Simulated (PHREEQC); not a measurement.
Consider water at 25 °C with 0.004 mol FeCl3, 0.00021 mol CaCl2, 0.0001 mol HCl and 0.15 mol Na2SO4 per kg of water. Closed to the air; pH follows from the charge balance.

Computed with PHREEQC (ion-association model, wateq4f.dat).

No solid was allowed to form.

Question: What pH, activity of water does the model give?

Answer: pH 3.58; activity of water 0.993.

Question: In which forms is Fe present?

Answer: FeSO4+ 49 %, Fe(SO4)2- 26 %, FeOH+2 13 %, Fe(OH)2+ 5.4 %, Fe2(OH)2+4 3.0 %, Fe3(OH)4+5 2.4 % of the Fe.

Saturation is exceeded, for instance for Jarosite-Na, Fe(OH)3(a); the values hold only as long as no solid forms.
